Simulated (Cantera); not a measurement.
Thermodynamics of tantalum, niobium, vanadium and zirconium in process gases, feed Ta + CO2 + H2

Charge: 1 mol Ta, 4.9 mol CO2, 430 mol H2, held at 1427 °C and 101000 Pa.

Method: chemical equilibrium by Gibbs-energy minimisation in Cantera with the NASA 1993 tables (ideal gas, pure condensed phases). Candidate condensed phases: C, C6H6, C7H8, C8H18, H2O, Ta, TaC, Ta2O5; 113 gas species. Kinetics and transport are ignored.

The x(H2) comes out as 0.983, the x(CO) is 0.0112 and the x(H2O) is 0.00550. The x(H) comes out as 0.000145, the x(CO2) is 1.84e-5 and the x(CH4) is 1.05e-6. The n(Ta2O5(s)) comes out as 0.500 mol. The gas amount is 434.9 mol. The log10 activity of TaC(s) (absent) is -1.60, the log10 activity of Ta(s) (absent) is -2.91 and the log10 activity of C(graphite) (absent) is -3.01.
